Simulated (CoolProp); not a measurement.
Vapour-liquid equilibrium of ethane (1) + n-perfluorobutane (2) at 283.1 K; x and y are mole fractions of (1).

Computed with CoolProp (multi-fluid Helmholtz-energy mixture model, Bücker 2006 and Gao 2022; pair parameters Bell 2016).

Task: Give the bubble pressure and the first vapour's composition at x = 0.45, 0.65, 0.75. Is there an azeotrope?

Result: x = 0.45: 1.607 MPa, y = 0.898; x = 0.65: 2.023 MPa, y = 0.926; x = 0.75: 2.246 MPa, y = 0.941. No azeotrope shows between x = 0.05 and 0.95.

Pair parameters are fitted to limited data, so mixtures are less certain than the pure fluids. The gap from Raoult's law changes sign with composition, which may be real or a fault of the pair parameters; it wasn't checked against measurements.
